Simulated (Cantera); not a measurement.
Charge: 1 mol SiH₂Cl₂, 55 mol H₂, equilibrated at 1750 K and 4.10 mbar.

These are equilibrium values from Cantera (NASA tables, ideal gas, pure condensed phases), not measurements of a reactor. Candidate condensed phases: Si; 19 gas species. The tables' values for SiCl are old estimates; treat these amounts as uncertain. Gases not in the tables: Si₂H₆ and higher silanes. Kinetics and transport are ignored.

Base state: H₂ 0.964, HCl 0.0290, H 0.00357, SiCl₂ 0.00290, Si 0.000366, Cl 8.28e-5, SiCl 8.14e-5, SiH 3.04e-5 (mole fractions); condensed: Si(l).

What changes in the equilibrium state with this change: SiH₂Cl₂ replaced by CH₃SiCl₃?


| species | before | after |
|---|---|---|
| H₂ | 0.964 | 0.945 |
| HCl | 0.0290 | 0.0511 |
| H | 0.00357 | 0.00353 |
| SiCl₂ | 0.00290 | 0.000185 |
| C₂H₂ (acetylene) | 0 | 9.67e-5 |
| SiH₂ | 2.01e-5 | 3.97e-7 |
| Si(l), mol | 0.805 | 0 |
| SiC(s), mol | 0 | 0.989 |
The feed counts by its element totals alone. Further candidate phases: C, C₆H₆, C₇H₈, C₈H₁₈, SiC.
